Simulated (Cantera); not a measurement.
Input: 1 mol Si₃N₄, 2 mol N₂O, 2.3 mol N₂, held at 0.133 bar.

These are equilibrium values from Cantera (NASA tables, ideal gas, pure condensed phases), not measurements of a reactor. Candidate condensed phases: Si, SiO₂, Si₂N₂O, Si₃N₄; 16 gas species. Mutual solubility and eutectic melting of coexisting phases are not modelled. The tables hold silica as quartz up to 1696 K and as liquid above; real silica turns to tridymite and cristobalite and melts near 1996 K. Kinetics and transport are ignored.

**Question.** Which condensed phases are stable at each of these points (T (°C)): 1000, 1100, 1200, 1300, 1400, 1500, 1600, 1700, 1800, 1900, 2000?

**Answer.** 
```tsv
T (°C)	condensed phases	Si condensed (%)
1000	SiO₂(β-quartz) + Si₂N₂O(s)	100.0
1100	SiO₂(β-quartz) + Si₂N₂O(s)	100.0
1200	SiO₂(β-quartz) + Si₂N₂O(s)	100.0
1300	SiO₂(β-quartz) + Si₂N₂O(s)	100.0
1400	SiO₂(β-quartz) + Si₂N₂O(s)	99.7
1500	SiO₂(condensed) + Si₂N₂O(s)	97.4
1600	SiO₂(condensed) + Si₂N₂O(s)	82.2
1700	Si₂N₂O(s)	66.6
1800	Si(l)	33.1
1900	Si(l)	32.6
2000	Si(l)	31.5
```

From 1000 °C to 1400 °C the condensed part is SiO₂(β-quartz) + Si₂N₂O(s). From 1500 °C to 1600 °C the condensed part is SiO₂(condensed) + Si₂N₂O(s). At 1700 °C the condensed part is Si₂N₂O(s). From 1800 °C to 2000 °C the condensed part is Si(l).
